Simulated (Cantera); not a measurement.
Input (Python, Cantera):

```python
import numpy as np
import cantera as ct

gas = ct.Solution("h2o2.yaml")
gas.TPX = 425, 140000, {'H2': 1, 'O2': 0.505, 'N2': 1.9, 'H2O': 0.13}
flame = ct.FreeFlame(gas, width=0.032)
flame.set_refine_criteria(ratio=3, slope=0.08, curve=0.16)
flame.transport_model = "mixture-averaged"
flame.solve(loglevel=0, auto=True)
z, T = flame.grid, flame.T
thick = (T[-1] - T[0]) / np.gradient(T, z).max()
show = ['H2', 'O2', 'HO2', 'H', 'O', 'H2O2']
print(f"laminar burning velocity  {flame.velocity[0] * 100:.3f} cm/s")
print(f"burnt temperature         {T[-1]:.1f} K")
print(f"thermal thickness         {thick * 1e3:.4f} mm")
print(f"grid points               {len(z)}")
z0 = z[flame.heat_release_rate.argmax()]
print(f"{'z/mm':>9s}{'T/K':>9s}{'u/(m/s)':>9s}" + "".join(f"{s:>11s}" for s in show))
rows = []
for k in (-3, -2, -1.5, -1, -0.5, -0.25, 0, 0.25, 0.5, 1, 2, 4, 8):
    zz = z0 + k * thick
    rows.append([k * thick, np.interp(zz, z, T), np.interp(zz, z, flame.velocity),
                 *(np.interp(zz, z, flame.X[gas.species_index(s)]) for s in show)])
    print(f"{rows[-1][0] * 1e3:9.3f}{rows[-1][1]:9.1f}{rows[-1][2]:9.3f}" + "".join(f"{x:11.3e}" for x in rows[-1][3:]))
```

Result:

```
laminar burning velocity  364.704 cm/s
burnt temperature         2380.3 K
thermal thickness         0.2497 mm
grid points               110
     z/mm      T/K  u/(m/s)         H2         O2        HO2          H          O       H2O2
   -0.749    425.0    3.647  2.829e-01  1.429e-01  4.830e-12  1.190e-15  7.147e-13  2.343e-13
   -0.499    425.0    3.647  2.829e-01  1.429e-01  3.832e-10  6.409e-14  3.805e-11  2.032e-11
   -0.375    425.0    3.647  2.828e-01  1.429e-01  6.792e-09  8.588e-13  4.951e-10  3.706e-10
   -0.250    425.2    3.646  2.823e-01  1.430e-01  2.272e-07  3.981e-11  9.841e-09  1.278e-08
   -0.125    441.3    3.743  2.734e-01  1.445e-01  1.012e-04  2.305e-06  1.494e-06  6.439e-06
   -0.062    676.1    5.544  2.352e-01  1.413e-01  5.080e-04  1.599e-03  1.338e-04  7.792e-05
    0.000   1147.2    9.095  1.553e-01  1.107e-01  1.801e-04  1.676e-02  2.542e-03  2.027e-05
    0.062   1482.0   11.604  7.998e-02  6.088e-02  7.748e-05  3.381e-02  7.201e-03  5.024e-06
    0.125   1658.8   12.913  5.001e-02  3.598e-02  3.997e-05  3.602e-02  8.713e-03  2.850e-06
    0.250   1830.9   14.131  4.042e-02  2.555e-02  2.309e-05  2.801e-02  7.798e-03  1.447e-06
    0.499   1989.9   15.204  3.603e-02  2.087e-02  1.456e-05  1.825e-02  5.640e-03  7.790e-07
    0.999   2127.3   16.098  3.005e-02  1.669e-02  8.732e-06  1.079e-02  3.628e-03  4.881e-07
    1.998   2234.3   16.771  2.347e-02  1.315e-02  5.130e-06  5.940e-03  2.156e-03  3.441e-07
```

Detailed kinetics in Cantera: the H2/O2 subset of GRI-Mech 3.0, which has no nitrogen chemistry. Burning velocities carry a grid error of a few per cent, more on coarse grids.
